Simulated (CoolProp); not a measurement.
A single-stage vapour-compression cycle with R507A: evaporating at 252.15 K (dew point), condensing at 311.15 K (bubble point), superheat 5 K, subcooling 5 K, compressor efficiency 0.7, no pressure losses. Each further row changes one setting.

Model: reference Helmholtz-energy equation of state, Lemmon 2003, in CoolProp. It is a pseudo-pure fit of the blend.

| case | cooling COP | pressure ratio | discharge temperature (K) | refrigerating effect (kJ/kg) | volumetric capacity (kJ/m³) |
|---|---|---|---|---|---|
| as stated | 2.09 | 5.88 | 335.1 | 107 | 1650 |
| evaporating temperature 257.15 K | 2.41 | [?] | [?] | 110 | 2020 |
| condensing temperature 306.15 K | 2.41 | 5.20 | 329.2 | 115 | 1770 |
| subcooling 10 K | [?] | 5.88 | 335.1 | 115 | 1770 |
| superheat 15 K | 2.13 | 5.88 | 345.4 | 116 | 1690 |
| compressor efficiency 0.6 | 1.79 | 5.88 | 342.5 | 107 | 1650 |

Q: Complete the blanks.

A: 
- evaporating temperature 257.15 K, pressure ratio: 4.89
- evaporating temperature 257.15 K, discharge temperature (K): 333.0
- subcooling 10 K, cooling COP: 2.25
